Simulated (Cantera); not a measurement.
Input (Python, Cantera) and output of one run.

```python
import numpy as np
import cantera as ct

gas_names = """
    AL ALN AL2 N N2
""".split()
cond_names = """
    AL(cr) AL(L) ALN(s)
""".split()


def load(file, names, dense=False):
    # The tables refer to 1 bar. Condensed volumes are neglected.
    table = {s.name: s for s in ct.Species.list_from_file(file)}
    out = []
    for n in names:
        d = dict(table[n].input_data)
        d["thermo"] = dict(d["thermo"], **{"reference-pressure": 1e5})
        if dense:
            d["equation-of-state"] = {"model": "constant-volume", "density": "1e6 g/cm^3"}
        out.append(ct.Species.from_dict(d))
    return out


gas = ct.Solution(thermo="ideal-gas", species=load("nasa_gas.yaml", gas_names))
cond = {s.name: ct.Solution(thermo="fixed-stoichiometry", species=[s], name=s.name)
        for s in load("nasa_condensed.yaml", cond_names, dense=True)}
atoms = {
    'Al': {'AL': 1},
    'N2': {'N': 2},
}
top_T = {'ALN(s)': 2750}  # K; cautious upper limits of use, not melting points


def equilibrate(T, P, feed):
    n = {}
    for name, mol in feed.items():
        for a, k in atoms[name].items():
            n[a] = n.get(a, 0.0) + k * mol
    gas.TPX = T, P, n
    mass = sum(n.values()) * gas.mean_molecular_weight
    gas.equilibrate("TP")
    valid = [c for c in cond.values() if c.min_temp <= T <= top_T.get(c.name, c.max_temp)]
    mix = ct.Mixture([(gas, mass / gas.mean_molecular_weight)] + [(c, 0.0) for c in valid])
    mix.T, mix.P = T, P
    mix.equilibrate("TP", solver="vcs", rtol=1e-11, max_steps=5000)
    return mix


results = []
feed = {'Al': 1, 'N2': 48}  # mol
P = 133.322  # Pa
for T in [1623, 1673, 1723, 1773, 1823, 1873, 1923, 1973, 2023, 2073, 2123, 2173, 2223]:
    mix = equilibrate(T, P, feed)
    results.append((T, P, feed, dict(zip(mix.species_names, mix.species_moles))))
    x = sorted(zip(gas.X, gas.species_names), reverse=True)
    print(f"T = {T:g} K  P = {P:g} Pa  gas = {mix.phase_moles(0):.4g} mol")
    print("   x: " + "  ".join(f"{s} {v:.3e}" for v, s in x if v > 0.0001))
    print("   condensed (mol): " + ("  ".join(f"{mix.phase(i).name} {mix.phase_moles(i):.4g}"
          for i in range(1, mix.n_phases) if mix.phase_moles(i) > 1e-12) or "none"))
```

It prints:

```
T = 1623 K  P = 133.322 Pa  gas = 47.5 mol
   x: N2 9.999e-01
   condensed (mol): ALN(s) 0.9971
T = 1673 K  P = 133.322 Pa  gas = 47.52 mol
   x: N2 9.998e-01  AL 2.477e-04
   condensed (mol): ALN(s) 0.9882
T = 1723 K  P = 133.322 Pa  gas = 47.57 mol
   x: N2 9.991e-01  AL 9.311e-04
   condensed (mol): ALN(s) 0.9557
T = 1773 K  P = 133.322 Pa  gas = 47.73 mol
   x: N2 9.968e-01  AL 3.247e-03
   condensed (mol): ALN(s) 0.845
T = 1823 K  P = 133.322 Pa  gas = 48.27 mol
   x: N2 9.894e-01  AL 1.059e-02
   condensed (mol): ALN(s) 0.489
T = 1873 K  P = 133.322 Pa  gas = 49 mol
   x: N2 9.796e-01  AL 2.041e-02
   condensed (mol): none
T = 1923 K  P = 133.322 Pa  gas = 49 mol
   x: N2 9.796e-01  AL 2.041e-02
   condensed (mol): none
T = 1973 K  P = 133.322 Pa  gas = 49 mol
   x: N2 9.796e-01  AL 2.041e-02
   condensed (mol): none
T = 2023 K  P = 133.322 Pa  gas = 49 mol
   x: N2 9.796e-01  AL 2.041e-02
   condensed (mol): none
T = 2073 K  P = 133.322 Pa  gas = 49 mol
   x: N2 9.796e-01  AL 2.041e-02
   condensed (mol): none
T = 2123 K  P = 133.322 Pa  gas = 49 mol
   x: N2 9.796e-01  AL 2.041e-02
   condensed (mol): none
T = 2173 K  P = 133.322 Pa  gas = 49 mol
   x: N2 9.796e-01  AL 2.041e-02
   condensed (mol): none
T = 2223 K  P = 133.322 Pa  gas = 49 mol
   x: N2 9.796e-01  AL 2.041e-02
   condensed (mol): none
```

Method: chemical equilibrium by Gibbs-energy minimisation in Cantera with the NASA 1993 tables (ideal gas, pure condensed phases).
